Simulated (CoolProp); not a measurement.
A single-stage vapour-compression cycle with propane: evaporating at 217.15 K (dew point), condensing at 276.15 K (bubble point), superheat 0 K, subcooling 8 K, compressor efficiency 0.85, no pressure losses. Each further row changes one setting.

Model: reference Helmholtz-energy equation of state, Lemmon 2009, in CoolProp.

| case | cooling COP | pressure ratio | discharge temperature (K) | refrigerating effect (kJ/kg) | volumetric capacity (kJ/m³) |
|---|---|---|---|---|---|
| as stated | 2.61 | 9.89 | 306.6 | 322 | 422 |
| evaporating temperature 222.15 K | 2.98 | (withheld) | 302.6 | 328 | 541 |
| condensing temperature 271.15 K | 2.92 | 8.49 | 300.3 | 334 | (withheld) |
| subcooling 13 K | 2.71 | 9.89 | 306.6 | 334 | 438 |
| superheat 10 K | (withheld) | 9.89 | 317.3 | 335 | 420 |
| compressor efficiency 0.75 | 2.30 | 9.89 | (withheld) | 322 | 422 |

### Question
What belongs in the gaps?

### Answer

- evaporating temperature 222.15 K, pressure ratio: 7.72
- condensing temperature 271.15 K, volumetric capacity (kJ/m³): 439
- superheat 10 K, cooling COP: 2.60
- compressor efficiency 0.75, discharge temperature (K): 315.5
